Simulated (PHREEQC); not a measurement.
# Nickel, zinc or cadmium bath (model solution)

Consider water at 50 °C with 0.23 mol ZnSO4, 0.0011 mol Na2SO4 and 0.0012 mol HCl per kg of water. Closed to the air; pH follows from the charge balance.

Equilibrium calculation in PHREEQC: ion-association model, phreeqc.dat.

Each row changes one thing in this solution. No solid was allowed to form.

```csv
case,pH,ionic strength (mol/kgw),Zn+2 (mol/kgw),ZnSO4 (mol/kgw),SO4-2 (mol/kgw),Zn(SO4)2-2 (mol/kgw),SI of Halite (NaCl)
as made,3.61,0.435,0.108,0.0861,0.0725,0.0357,-7.61
diluted 5-fold with water,4.09,0.0980,0.0244,0.0188,0.0216,(withheld),(withheld)
diluted 100-fold with water,(withheld),0.00741,0.00184,(withheld),0.00185,5.73e-6,-11.26
HCl from 0.0012 to 0.0024 mol/kgw,3.31,0.435,0.108,0.0859,0.0723,0.0355,-7.31
```

Question: Fill in the missing entries.

Answer: 
- diluted 5-fold with water, Zn(SO4)2-2 (mol/kgw): 0.00284
- diluted 5-fold with water, SI of Halite (NaCl): -8.84
- diluted 100-fold with water, pH: 5.01
- diluted 100-fold with water, ZnSO4 (mol/kgw): 0.000452

Constants without temperature data keep their 25 °C values here.
